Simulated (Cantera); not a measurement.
## Thermodynamics of hydrogen reduction and annealing atmospheres, feed Cr2O3 + H2 + H2O

A closed system holds: 1 mol Cr2O3, 800 mol H2, 1.1 mol H2O, held at 1775 °C.

Equilibrium computed with Cantera from the NASA thermochemical tables; the gas is ideal and each condensed phase is pure. Candidate condensed phases: Cr, Cr2O3, H2O; 13 gas species. Rates play no part.

```csv
P (Pa),x H2,x H,x H2O,x Cr,x OH,x O,x CrO,x O2,n Cr(s)
10,0.794,0.199,0.00444,0.00223,0.000122,2.21e-5,8.91e-6,5.30e-8,0
36,0.882,0.111,0.00474,0.00234,6.49e-5,5.89e-6,8.98e-6,1.36e-8,0
130,0.933,0.0600,0.00491,0.00241,3.44e-5,1.60e-6,9.02e-6,3.60e-9,0
460,0.960,0.0324,0.00499,0.00244,1.83e-5,4.46e-7,9.05e-6,9.95e-10,0
1700,0.976,0.0170,0.00504,0.00246,9.55e-6,1.20e-7,9.06e-6,2.66e-10,0
6000,0.983,0.00907,0.00507,0.00247,5.09e-6,3.39e-8,9.07e-6,7.48e-11,0
22000,0.988,0.00474,0.00508,0.00248,2.66e-6,9.22e-9,9.07e-6,2.03e-11,0
77000,0.990,0.00254,0.00509,0.00248,1.42e-6,2.63e-9,9.08e-6,5.80e-12,0
280000,0.993,0.00133,0.00511,0.000691,7.47e-7,7.24e-10,2.53e-6,1.60e-12,1.44
1000000,0.994,0.000706,0.00511,0.000193,3.96e-7,2.03e-10,7.09e-7,<1e-12,1.84
```
x: gas mole fraction; n: condensed amount in mol.

From 10.0 Pa to 77000 Pa nothing is condensed. From 280000 Pa to 1000000 Pa the condensed part is Cr(s). The main Cr-bearing gas is Cr throughout.
